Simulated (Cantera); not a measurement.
Cantera run, input and output.

```python
import numpy as np
import cantera as ct

gas = ct.Solution("gri30.yaml")
gas.TPX = 375, 500000, {'H2': 1, 'O2': 0.5, 'N2': 1.88}
inlet = ct.Reservoir(gas, clone=True)
gas.equilibrate("HP")  # start burning
reactor = ct.IdealGasConstPressureReactor(gas, energy="on", clone=False)
exhaust = ct.Reservoir(gas, clone=True)
tau = [0.17, 0.08, 0.038, 0.018, 0.0084, 0.004, 0.0019, 0.00089, 0.00042, 0.0002, 9.4e-05, 4.4e-05][0]
for a, b in ((inlet, reactor), (reactor, exhaust)):
    ct.MassFlowController(a, b, mdot=lambda t: reactor.mass / tau)
net = ct.ReactorNet([reactor])
show = ['H2', 'O2', 'NO', 'HO2', 'H', 'N2O']

rows = []
print(f"{'tau/s':>10s}{'T/K':>9s}" + "".join(f"{s:>11s}" for s in show))
for tau in [0.17, 0.08, 0.038, 0.018, 0.0084, 0.004, 0.0019, 0.00089, 0.00042, 0.0002, 9.4e-05, 4.4e-05]:
    net.initial_time = 0.0
    net.advance(30 * tau)
    before = gas.X
    net.advance(40 * tau)
    drift = np.max(np.abs(gas.X - before) / (gas.X + 1e-9))
    rows.append([gas.T, *gas[show].X, drift])
    print(f"{tau:10.3e}{gas.T:9.1f}" + "".join(f"{x:11.3e}" for x in gas[show].X))
```

It prints:

```
     tau/s      T/K         H2         O2         NO        HO2          H        N2O
 1.700e-01   2467.9  1.253e-02  3.662e-03  2.522e-03  1.718e-06  1.109e-03  2.906e-07
 8.000e-02   2467.6  1.257e-02  3.709e-03  2.448e-03  1.744e-06  1.119e-03  2.902e-07
 3.800e-02   2466.9  1.265e-02  3.803e-03  2.307e-03  1.798e-06  1.141e-03  2.894e-07
 1.800e-02   2465.4  1.282e-02  3.984e-03  2.055e-03  1.905e-06  1.186e-03  2.885e-07
 8.400e-03   2462.0  1.319e-02  4.312e-03  1.659e-03  2.112e-06  1.279e-03  2.881e-07
 4.000e-03   2455.1  1.393e-02  4.826e-03  1.197e-03  2.476e-06  1.454e-03  2.895e-07
 1.900e-03   2442.0  1.530e-02  5.586e-03  7.799e-04  3.114e-06  1.783e-03  2.922e-07
 8.900e-04   2419.3  1.754e-02  6.682e-03  4.788e-04  4.255e-06  2.389e-03  2.935e-07
 4.200e-04   2384.8  2.072e-02  8.163e-03  2.922e-04  6.225e-06  3.428e-03  2.903e-07
 2.000e-04   2336.5  2.481e-02  1.008e-02  1.817e-04  9.522e-06  5.126e-03  2.823e-07
 9.400e-05   2270.4  2.985e-02  1.254e-02  1.176e-04  1.505e-05  7.871e-03  2.709e-07
 4.400e-05   2184.2  3.565e-02  1.561e-02  8.339e-05  2.397e-05  1.207e-02  2.575e-07
```

Model: GRI-Mech 3.0 (53 species, 325 reactions), integrated in Cantera. The hydrogen kinetics of GRI-Mech 3.0 are dated; newer H2 mechanisms differ, most at raised pressure.
